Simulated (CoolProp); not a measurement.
Saturation properties of fluoroethane (R161) (Tc = 375.2 K, pc = 5010 kPa, ω = 0.216).

Values from CoolProp's reference Helmholtz-energy equation of state, Wu 2012.

| T (K) | p (kPa) | liquid density (kg/m³) | vapour density (kg/m³) | liquid cp (kJ/(kg K)) |
|---|---|---|---|---|
| 197.3 | 11.68 | 869.6 | 0.3443 | 1.923 |
| 205.7 | 20.33 | 858.5 | 0.5769 | 1.918 |
| 214.2 | 33.84 | 847.2 | 0.9267 | 1.921 |
| 222.6 | 53.58 | 835.9 | 1.421 | 1.932 |
| 231 | 81.64 | 824.2 | 2.104 | 1.950 |
| 239.5 | 120.8 | 812.1 | 3.033 | 1.975 |
| 247.9 | 172.8 | 799.7 | 4.241 | 2.005 |
| 256.3 | 240.6 | 786.9 | 5.796 | 2.041 |
| 264.8 | 328.5 | 773.2 | 7.792 | 2.082 |
| 273.2 | 437.5 | 759.0 | 10.26 | 2.128 |

It boils at 235.6 K under 1 atm.
